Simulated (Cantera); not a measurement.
Cantera run, input and output.

```python
import numpy as np
import cantera as ct

gas = ct.Solution("gri30.yaml")
gas.TPX = 1450, 500000, {'H2': 1, 'O2': 1.28, 'N2': 4.82, 'NO': 0.019}
reactor = ct.IdealGasReactor(gas, energy="on", clone=False)
net = ct.ReactorNet([reactor])
net.rtol, net.atol = 1e-08, 1e-16
show = ['H2', 'O2', 'NO', 'O', 'N2', 'H2O', 'H2O2']
times = np.geomspace(5e-06, 0.7, 13)

steps = ct.SolutionArray(gas, extra=["t"])
rows = []
print(f"{'t/s':>10s}{'T/K':>9s}{'P/Pa':>11s}" + "".join(f"{s:>11s}" for s in show))
for t in times:
    while net.time < t:
        t_next = net.step()
        steps.append(gas.state, t=t_next)
    rows.append([np.interp(t, steps.t, y) for y in (steps.T, steps.P, *steps(*show).X.T)])
    print(f"{t:10.3e}{rows[-1][0]:9.1f}{rows[-1][1]:11.4g}" + "".join(f"{x:11.3e}" for x in rows[-1][2:]))
rate = np.gradient(steps.T, steps.t)
print("integrator steps:", len(steps.t))
if steps.T.max() > steps.T[0] + 200:
    print(f"time of steepest temperature rise: {steps.t[rate.argmax()]:.4e} s")
gas.TPX = 1450, 500000, {'H2': 1, 'O2': 1.28, 'N2': 4.82, 'NO': 0.019}
gas.equilibrate("UV")
print(f"equilibrium (UV): T = {gas.T:.1f} K  " + "  ".join(f"{s} {gas[s].X[0]:.3e}" for s in show))
```

It prints:

```
       t/s      T/K       P/Pa         H2         O2         NO          O         N2        H2O       H2O2
 5.000e-06   2271.2  7.458e+05  7.960e-03  1.078e-01  2.828e-03  1.613e-02  7.110e-01  1.248e-01  1.353e-06
 1.342e-05   2570.0  8.284e+05  1.437e-03  1.137e-01  2.965e-03  2.790e-03  7.242e-01  1.427e-01  1.096e-06
 3.603e-05   2577.4  8.304e+05  1.269e-03  1.138e-01  3.112e-03  2.471e-03  7.245e-01  1.433e-01  1.154e-06
 9.672e-05   2576.6  8.302e+05  1.266e-03  1.137e-01  3.491e-03  2.460e-03  7.243e-01  1.433e-01  1.151e-06
 2.596e-04   2574.4  8.295e+05  1.257e-03  1.132e-01  4.462e-03  2.432e-03  7.238e-01  1.434e-01  1.144e-06
 6.969e-04   2569.4  8.278e+05  1.237e-03  1.121e-01  6.751e-03  2.367e-03  7.228e-01  1.435e-01  1.127e-06
 1.871e-03   2560.0  8.246e+05  1.199e-03  1.101e-01  1.106e-02  2.248e-03  7.207e-01  1.437e-01  1.095e-06
 5.022e-03   2549.9  8.212e+05  1.160e-03  1.080e-01  1.563e-02  2.127e-03  7.186e-01  1.440e-01  1.061e-06
 1.348e-02   2546.8  8.201e+05  1.148e-03  1.073e-01  1.703e-02  2.090e-03  7.179e-01  1.441e-01  1.051e-06
 3.619e-02   2546.7  8.201e+05  1.148e-03  1.073e-01  1.706e-02  2.090e-03  7.179e-01  1.441e-01  1.051e-06
 9.714e-02   2546.7  8.201e+05  1.148e-03  1.073e-01  1.706e-02  2.090e-03  7.179e-01  1.441e-01  1.051e-06
 2.608e-01   2546.7  8.201e+05  1.148e-03  1.073e-01  1.706e-02  2.090e-03  7.179e-01  1.441e-01  1.051e-06
 7.000e-01   2546.7  8.201e+05  1.148e-03  1.073e-01  1.706e-02  2.090e-03  7.179e-01  1.441e-01  1.051e-06
integrator steps: 1165
time of steepest temperature rise: 3.6734e-06 s
equilibrium (UV): T = 2546.7 K  H2 1.148e-03  O2 1.073e-01  NO 1.706e-02  O 2.090e-03  N2 7.179e-01  H2O 1.441e-01  H2O2 1.051e-06
```

Model: GRI-Mech 3.0 (53 species, 325 reactions), integrated in Cantera. The hydrogen kinetics of GRI-Mech 3.0 are dated; newer H2 mechanisms differ, most at raised pressure.
